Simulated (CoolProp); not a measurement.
Vapour-liquid equilibrium of methanol (1) + acetone (2) at 111.85 °C; x and y are mole fractions of (1).

The numbers come from the multi-fluid Helmholtz-energy mixture model, de Reuck 1993 and Lemmon 2006; pair parameters Bell 2016 in CoolProp.

Question: Give the bubble pressure and the first vapour's composition at x = 0.05, 0.5, 0.65. Is there an azeotrope?

Answer: x = 0.05: 5.113 bar, y = 0.068; x = 0.5: 5.619 bar, y = 0.508; x = 0.65: 5.597 bar, y = 0.630. y crosses x between x = 0.5 and 0.65: the model has an azeotrope there.

Pair parameters are fitted to limited data, so mixtures are less certain than the pure fluids.
